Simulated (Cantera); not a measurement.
An isothermal, constant-pressure homogeneous reactor starts with H2 : O2 : N2 = 0.0079 : 1 : 0.015 (molar parts), equivalence ratio 0.0040, at 1100 K and 0.0263 atm.

Computed with Cantera and GRI-Mech 3.0 (53 species, 325 reactions). Radical loss at walls, strong at low pressure, is not modelled.

x: mole fraction; the columns are a selection and need not sum to one.

```
t (s)         x H2   x O2     x HO2    x H2O2       x O
--------  --------  -----  --------  --------  --------
9.00e-5    0.00772  0.978  1.59e-10    <1e-12  1.05e-10
0.000321   0.00772  0.978  5.72e-10    <1e-12  7.10e-10
0.00115    0.00772  0.978   2.13e-9    <1e-12   9.31e-9
0.00408    0.00771  0.978   9.79e-8  3.06e-11   6.47e-6
0.0146         ___  0.972   2.19e-6   3.81e-8   0.00494
0.0520         ___  0.975   1.37e-6   2.88e-8   0.00217
0.185          ___  0.977   5.87e-7   2.25e-8  0.000438
0.661          ___  0.977   1.53e-7   1.06e-8   5.23e-5
2.36           ___  0.978   2.85e-8   2.67e-9   5.99e-6
8.41           ___  0.978   5.30e-9  5.30e-10   8.76e-7
30.0      7.21e-10  0.978   1.47e-9  1.14e-10   1.68e-7
```

Task: Complete the blanks.

Result: 
- 0.0146, x H2: 4.32e-5
- 0.0520, x H2: 1.14e-5
- 0.185, x H2: 2.23e-6
- 0.661, x H2: 2.54e-7
- 2.36, x H2: 2.76e-8
- 8.41, x H2: 3.87e-9
